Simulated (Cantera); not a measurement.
**Titanium nitride, carbide and oxide coatings: TiCl₄ + C₃H₈**

Input: 1 mol TiCl₄, 0.33 mol C₃H₈, at 0.133 bar.

These are equilibrium values from Cantera (NASA tables, ideal gas, pure condensed phases), not measurements of a reactor. Candidate condensed phases: C, C₆H₆, C₇H₈, C₈H₁₈, Ti, TiC, TiCl₂, TiCl₃, TiCl₄; 96 gas species. The tables' values for TiCl₂ are old estimates; treat these amounts as uncertain. TiC: taken at fixed stoichiometry. Equilibrium is a limit: real reactors are often held back by kinetics, nucleation or transport.

From 977 °C to 1577 °C the condensed part is C(graphite) + TiC(s). The main Ti-bearing gas is TiCl₄ at 977 °C and TiCl₃ at 1577 °C. The share of Ti in condensed phases is highest at 1577 °C (31.3 %) and lowest at 977 °C (16.5 %).

| T (°C) | x HCl | x H₂ | x TiCl₄ | x TiCl₃ | x TiCl₂ | n C(graphite) | n TiC(s) |
|---|---|---|---|---|---|---|---|
| 977 | 0.317 | 0.357 | 0.267 | 0.0590 | 7.33e-6 | 0.824 | 0.165 |
| 1052 | 0.376 | 0.316 | 0.228 | 0.0796 | 2.38e-5 | 0.796 | 0.194 |
| 1127 | 0.429 | 0.279 | 0.191 | 0.101 | 6.65e-5 | 0.771 | 0.219 |
| 1202 | 0.476 | 0.246 | 0.157 | 0.121 | 0.000164 | 0.748 | 0.241 |
| 1277 | 0.515 | 0.218 | 0.127 | 0.139 | 0.000365 | 0.730 | 0.260 |
| 1352 | 0.549 | 0.194 | 0.101 | 0.155 | 0.000739 | 0.713 | 0.276 |
| 1427 | 0.576 | 0.175 | 0.0807 | 0.167 | 0.00139 | 0.700 | 0.290 |
| 1502 | 0.599 | 0.158 | 0.0641 | 0.175 | 0.00244 | 0.687 | 0.303 |
| 1577 | 0.617 | 0.144 | 0.0508 | 0.181 | 0.00406 | 0.677 | 0.313 |
x: gas mole fraction; n: condensed amount in mol.
